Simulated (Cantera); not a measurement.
A closed system holds: 1 mol SiC, 0.005 mol O2, 83 mol N2, held at 20.0 mbar.

Method: chemical equilibrium by Gibbs-energy minimisation in Cantera with the NASA 1993 tables (ideal gas, pure condensed phases). Candidate condensed phases: C, Si, SiC, SiO2, Si2N2O, Si3N4; 34 gas species. N2 is the only nitrogen source here; it is nearly inert below about 1500 K, so the nitride shown seldom forms there in practice. Mutual solubility and eutectic melting of coexisting phases are not modelled. Kinetics and transport are ignored.

log p: log10 of the partial pressure in bar; n: condensed amount in mol.

```json
[
 {"T (K)": "1225", "log p N2": "-1.70", "log p CO": "-7.18", "log p SiO": "-11.47", "log p Si": "<-13", "log p SiN": "<-13", "log p Si2N": "<-13", "n C(graphite)": "1.000", "n Si2N2O(s)": "0.00973", "n Si3N4(s)": "0.327", "n SiC(s)": "0"},
 {"T (K)": "1275", "log p N2": "-1.70", "log p CO": "[?]", "log p SiO": "[?]", "log p Si": "<-13", "log p SiN": "<-13", "log p Si2N": "<-13", "n C(graphite)": "0.999", "n Si2N2O(s)": "0.00904", "n Si3N4(s)": "0.327", "n SiC(s)": "0"},
 {"T (K)": "1325", "log p N2": "-1.70", "log p CO": "-6.12", "log p SiO": "-9.60", "log p Si": "-12.91", "log p SiN": "-13.28", "log p Si2N": "<-13", "n C(graphite)": "0.997", "n Si2N2O(s)": "0.00690", "n Si3N4(s)": "0.329", "n SiC(s)": "0"},
 {"T (K)": "1375", "log p N2": "-1.70", "log p CO": "-5.65", "log p SiO": "-8.77", "log p Si": "-11.92", "log p SiN": "-12.40", "log p Si2N": "<-13", "n C(graphite)": "0.991", "n Si2N2O(s)": "0.000846", "n Si3N4(s)": "0.333", "n SiC(s)": "0"},
 {"T (K)": "1425", "log p N2": "-1.70", "log p CO": "-5.62", "log p SiO": "-8.33", "log p Si": "-10.99", "log p SiN": "-11.59", "log p Si2N": "-13.65", "n C(graphite)": "0", "n Si2N2O(s)": "0", "n Si3N4(s)": "0.00332", "n SiC(s)": "0.990"},
 {"T (K)": "1475", "log p N2": "-1.70", "log p CO": "-5.62", "log p SiO": "[?]", "log p Si": "[?]", "log p SiN": "-10.83", "log p Si2N": "[?]", "n C(graphite)": "0", "n Si2N2O(s)": "0", "n Si3N4(s)": "0.00329", "n SiC(s)": "0.990"},
 {"T (K)": "1525", "log p N2": "-1.70", "log p CO": "-5.63", "log p SiO": "-7.32", "log p Si": "-9.33", "log p SiN": "-10.12", "log p Si2N": "-11.54", "n C(graphite)": "0", "n Si2N2O(s)": "0", "n Si3N4(s)": "0.00320", "n SiC(s)": "0.990"},
 {"T (K)": "1575", "log p N2": "-1.70", "log p CO": "-5.64", "log p SiO": "-6.88", "log p Si": "-8.58", "log p SiN": "-9.46", "log p Si2N": "-10.59", "n C(graphite)": "0", "n Si2N2O(s)": "0", "n Si3N4(s)": "0.00296", "n SiC(s)": "0.991"},
 {"T (K)": "1625", "log p N2": "-1.70", "log p CO": "-5.68", "log p SiO": "-6.48", "log p Si": "-7.88", "log p SiN": "-8.84", "log p Si2N": "-9.69", "n C(graphite)": "0", "n Si2N2O(s)": "0", "n Si3N4(s)": "0.00241", "n SiC(s)": "0.991"},
 {"T (K)": "1675", "log p N2": "-1.70", "log p CO": "-5.76", "log p SiO": "-6.16", "log p Si": "-7.22", "log p SiN": "-8.25", "log p Si2N": "-8.86", "n C(graphite)": "0", "n Si2N2O(s)": "0", "n Si3N4(s)": "0.00134", "n SiC(s)": "0.993"},
 {"T (K)": "1725", "log p N2": "-1.70", "log p CO": "-5.87", "log p SiO": "-5.97", "log p Si": "-6.64", "log p SiN": "-7.74", "log p Si2N": "-8.14", "n C(graphite)": "0", "n Si2N2O(s)": "0", "n Si3N4(s)": "0", "n SiC(s)": "0.994"}
]
```

Problem. What belongs in the gaps?

Solution. 
- 1475, log p SiO: -7.80
- 1475, log p Si: -10.14
- 1475, log p Si2N: -12.56
- 1275, log p CO: -6.63
- 1275, log p SiO: -10.50
